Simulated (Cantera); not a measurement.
A perfectly stirred reactor is fed with C3H8 : O2 : N2 = 1 : 4.17 : 15.7 (molar parts), at 4.93 atm; it is adiabatic with a 800 K inlet, and is followed from long to short residence time, starting on the burning branch (τ in s: 0.23, 0.11, 0.053, 0.026, 0.012, 0.0059, 0.0028, 0.0013, 0.00065, 0.00031, 0.00015, 7.1e-05, 3.4e-05).

Detailed kinetics in Cantera: GRI-Mech 3.0 (53 species, 325 reactions). GRI-Mech 3.0 was tuned for natural gas; its chemistry of propane as a main component is partial and can be far from experiment.

Q: Predict: blow-out, bracketed by the residence times tried; x(C3H8) at τ = 0.230 s; x(O2) at τ = 0.230 s; x(CO2) at τ = 0.230 s; x(H2O2) at τ = 0.230 s; x(HCO) at τ = 0.230 s; x(C3H8) at τ = 2.80 ms; x(O2) at τ = 2.80 ms; x(CO2) at τ = 2.80 ms; x(H2O2) at τ = 2.80 ms; x(HCO) at τ = 2.80 ms.

A: 
```json
{
  "blow_out_bracketed_by_the_residence_times_tried": "burning at 34.0 µs, the shortest tried",
  "x(C3H8) at τ = 0.230 s": "1.09e-8",
  "x(O2) at τ = 0.230 s": "0.000713",
  "x(CO2) at τ = 0.230 s": "0.0741",
  "x(H2O2) at τ = 0.230 s": "7.09e-8",
  "x(HCO) at τ = 0.230 s": "7.46e-8",
  "x(C3H8) at τ = 2.80 ms": "7.44e-7",
  "x(O2) at τ = 2.80 ms": "0.00150",
  "x(CO2) at τ = 2.80 ms": "0.0729",
  "x(H2O2) at τ = 2.80 ms": "1.17e-7",
  "x(HCO) at τ = 2.80 ms": "3.03e-7"
}
```
